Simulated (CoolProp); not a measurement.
CH2F2 (R32) along the isobar 315 bar: fugacity coefficient from the reference equation and from simpler models built on Tc = 351.3 K, pc = 57.83 bar, ω = 0.277; each cubic takes its own stable root.

Values from CoolProp's reference Helmholtz-energy equation of state, Tillner-Roth 1997.

```tsv
T (K)	phase	reference	van der Waals	Soave-Redlich-Kwong	Peng-Robinson
171.1	liquid	0.0002332	0.02117	0.0002661	0.0002580
187	liquid	0.0008324	0.03350	0.0009718	0.0009176
202.9	liquid	0.002351	0.04925	0.002798	0.002593
218.9	liquid	0.005575	0.06845	0.006740	0.006166
234.8	liquid	0.01142	0.09066	0.01398	0.01267
250.7	liquid	0.02091	0.1157	0.02585	0.02330
266.7	liquid	0.03507	0.1433	0.04369	0.03923
282.6	liquid	0.05445	0.1728	0.06816	0.06108
298.5	liquid	0.07949	0.2039	0.09980	0.08937
314.5	liquid	0.1105	0.2365	0.1388	0.1243
330.4	liquid	0.1467	0.2697	0.1842	0.1651
346.3	liquid	0.1877	0.3035	0.2351	0.2110
```
